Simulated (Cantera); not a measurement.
Input: 1 mol B2H6, a varied amount of O2, 42 mol N2, equilibrated at 1652 °C and 173 Torr.

Equilibrium computed with Cantera from the NASA thermochemical tables; the gas is ideal and each condensed phase is pure. Candidate condensed phases: B, BN, B2O3, B3O3H3, H2O; 39 gas species. The feed counts by its element totals alone. Kinetics and transport are ignored.

x: gas mole fraction; n: condensed amount in mol.

```tsv
n(O2) (mol)	x N2	x H2	x HBO2	x H2O	x B2O3	n BN(s)
0.39	0.925	0.0638	0.00140	7.86e-5	0.00231	1.39
0.71	0.921	0.0619	(withheld)	(withheld)	(withheld)	(withheld)
1	0.917	0.0604	(withheld)	(withheld)	(withheld)	(withheld)
1.4	0.912	0.0588	0.00467	0.000160	0.0125	0
1.7	0.913	0.0540	0.0161	0.00193	0.0124	0
2	0.913	0.0426	0.0270	0.00856	0.00787	0
2.3	0.913	0.0300	0.0326	0.0186	0.00528	0
2.7	0.913	0.0129	0.0362	0.0340	0.00356	0
```

Q: Some entries are withheld; supply them.

A: 
- 0.71, x HBO2: 0.00238
- 0.71, x H2O: 1.00e-4
- 0.71, x B2O3: 0.00524
- 0.71, n BN(s): 0.928
- 1, x HBO2: 0.00315
- 1, x H2O: 0.000113
- 1, x B2O3: 0.00810
- 1, n BN(s): 0.517
